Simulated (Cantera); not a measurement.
A closed system holds: 1 mol MgO, 0.01 mol I2, held at 75.0 Torr.

Cantera equilibrium calculation (NASA polynomials, part measured and part estimated; ideal gas, pure solids and liquids). Candidate condensed phases: I2, Mg, MgI2, MgO; 10 gas species. Kinetics and transport are ignored.

x: gas mole fraction; n: condensed amount in mol.

```json
[
 {"T (K)": "725", "x I2": "0.995", "x I": "0.00530", "x MgI2": "<1e-12", "x O2": "<1e-12", "x O": "<1e-12", "n MgO(s)": "1.00"},
 {"T (K)": "800", "x I2": "0.983", "x I": "0.0173", "x MgI2": "3.73e-12", "x O2": "1.21e-12", "x O": "<1e-12", "n MgO(s)": "1.00"},
 {"T (K)": "875", "x I2": "0.954", "x I": "?", "x MgI2": "?", "x O2": "?", "x O": "<1e-12", "n MgO(s)": "1.00"},
 {"T (K)": "950", "x I2": "0.898", "x I": "?", "x MgI2": "?", "x O2": "?", "x O": "<1e-12", "n MgO(s)": "1.00"},
 {"T (K)": "1025", "x I2": "0.803", "x I": "0.197", "x MgI2": "1.07e-8", "x O2": "5.35e-9", "x O": "<1e-12", "n MgO(s)": "1.00"},
 {"T (K)": "1100", "x I2": "0.667", "x I": "0.333", "x MgI2": "6.92e-8", "x O2": "3.46e-8", "x O": "1.47e-12", "n MgO(s)": "1.00"},
 {"T (K)": "1175", "x I2": "0.504", "x I": "0.496", "x MgI2": "3.25e-7", "x O2": "1.62e-7", "x O": "1.86e-11", "n MgO(s)": "1.00"},
 {"T (K)": "1250", "x I2": "0.343", "x I": "0.657", "x MgI2": "1.15e-6", "x O2": "5.74e-7", "x O": "1.66e-10", "n MgO(s)": "1.00"},
 {"T (K)": "1325", "x I2": "0.212", "x I": "0.788", "x MgI2": "3.20e-6", "x O2": "1.60e-6", "x O": "1.10e-9", "n MgO(s)": "1.00"},
 {"T (K)": "1400", "x I2": "0.124", "x I": "0.876", "x MgI2": "7.41e-6", "x O2": "3.70e-6", "x O": "5.76e-9", "n MgO(s)": "1.00"},
 {"T (K)": "1475", "x I2": "0.0705", "x I": "0.929", "x MgI2": "1.49e-5", "x O2": "7.46e-6", "x O": "2.48e-8", "n MgO(s)": "1.00"}
]
```

Complete the blanks.


- 950, x I: 0.102
- 950, x MgI2: 1.11e-9
- 950, x O2: 6.16e-10
- 875, x I: 0.0458
- 875, x MgI2: 5.87e-11
- 875, x O2: 7.28e-11
